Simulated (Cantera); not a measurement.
Charge: 1 mol Si₃N₄, 0.054 mol CO₂, 570 mol H₂, held at 1.05 Torr.

Method: chemical equilibrium by Gibbs-energy minimisation in Cantera with the NASA 1993 tables (ideal gas, pure condensed phases). Candidate condensed phases: C, C₆H₆, C₇H₈, C₈H₁₈, H₂O, Si, SiC, SiO₂, Si₂N₂O, Si₃N₄; 151 gas species. Mutual solubility and eutectic melting of coexisting phases are not modelled. Gases not in the tables: Si₂H₆ and higher silanes. The numbers say what is thermodynamically allowed, not how fast it happens.

x: gas mole fraction; n: condensed amount in mol.

| T (K) | x H₂ | x H | x Si | x N₂ | x SiO | n Si₂N₂O(s) | n Si₃N₄(s) | n SiC(s) | n Si(s) | n Si(l) |
|---|---|---|---|---|---|---|---|---|---|---|
| 923 | 1.000 | 6.54e-9 | <1e-12 | 6.32e-5 | <1e-12 | 0.108 | 0.928 | 0 | 0 | 0 |
| 1023 | 1.000 | 1.11e-7 | <1e-12 | 0.000118 | 1.42e-12 | 0.108 | 0.912 | 0.0472 | 0 | 0 |
| 1123 | 1.000 | 1.14e-6 | 2.49e-12 | 0.000126 | 6.38e-10 | 0.108 | 0.910 | 0.0536 | 0 | 0 |
| 1223 | 1.000 | 8.04e-6 | 1.09e-9 | 0.000126 | 1.06e-7 | 0.108 | 0.910 | 0.0540 | 0 | 0 |
| 1323 | 0.999 | 4.24e-5 | 6.34e-8 | 0.000645 | 4.64e-6 | 0.105 | 0.763 | 0.0539 | 0.442 | 0 |
| 1423 | 0.996 | 0.000177 | 1.09e-6 | 0.00348 | 0.000169 | 0.00958 | 0 | 0.0519 | 2.83 | 0 |
| 1523 | 0.996 | (withheld) | (withheld) | 0.00349 | 0.000183 | 0 | 0 | 0.0505 | 2.84 | 0 |
| 1623 | 0.994 | 0.00184 | 0.000112 | 0.00349 | 0.000181 | 0 | 0 | 0.0486 | 2.77 | 0 |
| 1723 | 0.991 | 0.00485 | 0.000702 | 0.00348 | 0.000177 | 0 | 0 | 0.0424 | 0 | 2.41 |
| 1823 | 0.981 | (withheld) | (withheld) | 0.00346 | 0.000167 | 0 | 0 | (withheld) | 0 | (withheld) |
| 1923 | 0.967 | 0.0248 | 0.00476 | 0.00342 | 0.000136 | 0 | 0 | 0 | 0 | 0 |
| 2023 | 0.942 | 0.0493 | 0.00483 | 0.00338 | 0.000109 | 0 | 0 | 0 | 0 | 0 |
| 2123 | 0.901 | 0.0910 | 0.00478 | 0.00332 | 9.68e-5 | 0 | 0 | 0 | 0 | 0 |

### Question
Complete the blanks.

### Answer

- 1523, x H: 0.000616
- 1523, x Si: 1.29e-5
- 1823, x H: 0.0115
- 1823, x Si: 0.00316
- 1823, n SiC(s): 0.0139
- 1823, n Si(l): 0.892
